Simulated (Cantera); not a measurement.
A freely propagating, adiabatic, planar premixed flame of CH4 : O2 : N2 = 1 : 2.38 : 8.95 (molar parts), equivalence ratio 0.84, unburnt at 550 K and 760 Torr; unity-Lewis-number transport, grid criteria slope 0.08 and curve 0.16, no radiation.

Cantera simulation using GRI-Mech 3.0 (53 species, 325 reactions); the numbers are that mechanism's predictions, not measurements. Unity Lewis numbers drop preferential diffusion, which matters most where H2 and H carry the flame. Burning velocities carry a grid error of a few per cent, more on coarse grids.

**Question.** Predict: laminar burning velocity; thermal thickness; peak x(CH2CO); peak x(OH); peak x(H2).

**Answer.** 
| Item | Value |
|---|---|
| laminar burning velocity | 76.8 cm/s |
| thermal thickness | 0.390 mm |
| peak x(CH2CO) | 5.80e-5 |
| peak x(OH) | 0.00943 |
| peak x(H2) | 0.0146 |
